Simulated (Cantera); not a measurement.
Input: 1 mol V₂O₃, 27 mol H₂, 7.8 mol N₂, equilibrated at 1880 Torr.

Equilibrium computed with Cantera from the NASA thermochemical tables; the gas is ideal and each condensed phase is pure. Candidate condensed phases: H₂O, V, VN, VO, V₂O₃, V₂O₄, V₂O₅; 28 gas species. Mutual solubility and eutectic melting of coexisting phases are not modelled. VO: taken at fixed stoichiometry. Condensed phases not in the tables: the oxides between V₂O₃ and V₂O₅ other than VO₂. Equilibrium is a limit: real reactors are often held back by kinetics, nucleation or transport.

Task: At 2025 K, list the 4 most abundant gas species with their mole fractions, and the condensed phases.

Result: H₂ 0.751, N₂ 0.224, H₂O 0.0237, H 0.00105. Condensed: VO(s) + V₂O₃(s).
